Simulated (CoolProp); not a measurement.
Vapour-liquid equilibrium of cyclohexane (1) + p-xylene (2) at 400.2 K; x and y are mole fractions of (1).

Model: multi-fluid Helmholtz-energy mixture model, Zhou 2014 and Zhou 2012; pair parameters Bell 2016, in CoolProp.

| x | bubble pressure (bar) | y at the bubble point | dew pressure at overall composition x (bar) | liquid density (mol/L) |
|---|---|---|---|---|
| 0.05 | 0.9149 | 0.222 | 0.7753 | 7.232 |
| 0.15 | 1.239 | 0.475 | 0.8510 | 7.301 |
| 0.25 | 1.537 | 0.618 | 0.9424 | ___ |
| 0.35 | 1.813 | ___ | 1.055 | 7.442 |
| 0.45 | 2.072 | 0.778 | ___ | 7.515 |
| 0.55 | 2.318 | 0.831 | 1.380 | 7.590 |
| 0.65 | 2.556 | ___ | 1.623 | 7.668 |
| 0.75 | ___ | 0.914 | 1.956 | 7.748 |
| 0.85 | 3.027 | 0.949 | 2.416 | ___ |
| 0.95 | ___ | ___ | 3.032 | 7.919 |

Problem. Fill in the missing entries.

Solution. 
- 0.25, liquid density (mol/L): 7.371
- 0.35, y at the bubble point: 0.711
- 0.45, dew pressure at overall composition x (bar): 1.197
- 0.65, y at the bubble point: 0.875
- 0.75, bubble pressure (bar): 2.791
- 0.85, liquid density (mol/L): 7.831
- 0.95, bubble pressure (bar): 3.269
- 0.95, y at the bubble point: 0.983

No azeotrope shows between x = 0.05 and 0.95.

Pair parameters are fitted to limited data, so mixtures are less certain than the pure fluids.
